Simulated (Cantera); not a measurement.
Feed: 1 mol Fe(CO)5, 0.024 mol O2, 88 mol H2, held at 1275 K and 2550 Torr.

These are equilibrium values from Cantera (NASA tables, ideal gas, pure condensed phases), not measurements of a reactor. Candidate condensed phases: C, C6H6, C7H8, C8H18, Fe, Fe(CO)5, FeO, Fe(OH)2, Fe(OH)3, Fe2O3, Fe3O4, H2O; 114 gas species. The numbers say what is thermodynamically allowed, not how fast it happens.

Base state: H2 0.938, CO 0.0474, H2O 0.00715, CH4 0.00685, CO2 0.000217 (mole fractions); condensed: Fe(γ).

What changes in the equilibrium state with this change: temperature from 1275 K to 848.15 K?


```csv
species,before,after
H2,0.938,0.879
H2O,0.00715,0.0607
CH4,0.00685,0.0601
CO,0.0474,9.87e-5
CO2,0.000217,2.10e-5
"Fe(γ), mol",1.00,0
"Fe(α), mol",0,1.00
```
